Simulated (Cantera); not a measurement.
A closed system holds: 1 mol Si2Cl6, 0.24 mol HCl, 750 mol H2, at 1525 K and 200000 Pa.

These are equilibrium values from Cantera (NASA tables, ideal gas, pure condensed phases), not measurements of a reactor. Candidate condensed phases: Si; 19 gas species. The feed counts by its element totals alone. The numbers say what is thermodynamically allowed, not how fast it happens.

Base state: H2 0.992, HCl 0.00782, SiCl2 0.000202, H 1.67e-5, SiH2Cl2 1.11e-5 (mole fractions); condensed: Si(s).

**Question.** What changes in the equilibrium state with this change: temperature from 1525 K to 1175 K?

**Answer.** 
```
species      before     after
----------  -------  --------
H2            0.992     0.993
HCl         0.00782   0.00624
SiHCl3      4.79e-6  0.000351
SiCl4       3.34e-7   9.34e-5
H           1.67e-5   8.64e-8
SiH2Cl2     1.11e-5  0.000169
Si(s), mol     1.82      1.43
```
The tables' values for SiCl3 are old estimates; treat these amounts as uncertain.
